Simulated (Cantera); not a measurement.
Input: 1 mol Si₃N₄, 0.39 mol H₂O, 14 mol N₂, at 1925 K and 0.100 bar.

Equilibrium computed with Cantera from the NASA thermochemical tables; the gas is ideal and each condensed phase is pure. Candidate condensed phases: H₂O, Si, SiO₂, Si₂N₂O, Si₃N₄; 35 gas species. Mutual solubility and eutectic melting of coexisting phases are not modelled. The tables' values for SiN are old estimates; treat these amounts as uncertain. Rates play no part.

Base state: N₂ 0.956, H₂ 0.0260, SiO 0.0176, H 0.000487, Si 0.000126, Si₂N 1.25e-5, SiN 1.22e-5 (mole fractions); condensed: Si₂N₂O(s) + Si₃N₄(s).

**Question.** What changes in the equilibrium state with this change: temperature from 1925 K to 948.15 K?

**Answer.** 
| species | before | after |
|---|---|---|
| N₂ | 0.956 | 0.973 |
| H₂ | 0.0260 | 0.0269 |
| SiO | 0.0176 | <1e-9 |
| H | 0.000487 | <1e-9 |
| Si | 0.000126 | <1e-9 |
| Si₂N | 1.25e-5 | <1e-9 |
| SiN | 1.22e-5 | <1e-9 |
| Si₂N₂O(s), mol | 0.129 | 0.390 |
| Si₃N₄(s), mol | 0.826 | 0.740 |

**Question.** What changes in the equilibrium state with this change: temperature from 1925 K to 2148.15 K?

**Answer.** 
```
species           before     after
--------------  --------  --------
N₂                 0.956     0.950
SiO               0.0176    0.0232
H₂                0.0260    0.0222
Si₂              7.86e-7   3.18e-5
Si              0.000126   0.00220
Si₂N             1.25e-5  0.000147
SiN              1.22e-5  0.000127
SiH              5.24e-6   5.09e-5
Si₂N₂O(s), mol     0.129         0
Si₃N₄(s), mol      0.826         0
Si(l), mol             0      2.56
```
